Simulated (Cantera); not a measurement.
Thermodynamics of sublimation and decomposition of ceramics, feed Si3N4 + H2

Charge: 1 mol Si3N4, 0.075 mol H2.

Method: chemical equilibrium by Gibbs-energy minimisation in Cantera with the NASA 1993 tables (ideal gas, pure condensed phases). Candidate condensed phases: Si, Si3N4; 18 gas species. Mutual solubility and eutectic melting of coexisting phases are not modelled. Equilibrium is a limit: real reactors are often held back by kinetics, nucleation or transport.

Problem. Map the stable condensed phases over T = 1623, 1673, 1723, 1773, 1823, 1873, 1923, 1973, 2023, 2073, 2123, 2173, 2223, 2273 K and P in Pa = 1, 10, 100, 1000, 10000, 100000, 1000000.

Solution. 
```
T in K \ P in Pa
               1      10     100    1000   10000  100000 1000000
   2273        A       A       A       B       B       B       C
   2223        A       A       B       B       B       B       C
   2173        A       A       B       B       B       B       C
   2123        A       A       B       B       B       C       C
   2073        A       A       B       B       B       C       C
   2023        A       B       B       B       B       C       C
   1973        A       B       B       B       B       C       C
   1923        A       B       B       B       C       C       C
   1873        A       B       B       B       C       C       C
   1823        B       B       B       B       C       C       D
   1773        B       B       B       C       C       C       D
   1723        B       B       B       C       C       D       D
   1673        B       B       B       C       C       D       D
   1623        B       B       C       C       C       D       D
```
A: gas only; B: Si; C: Si + Si3N4; D: Si3N4.
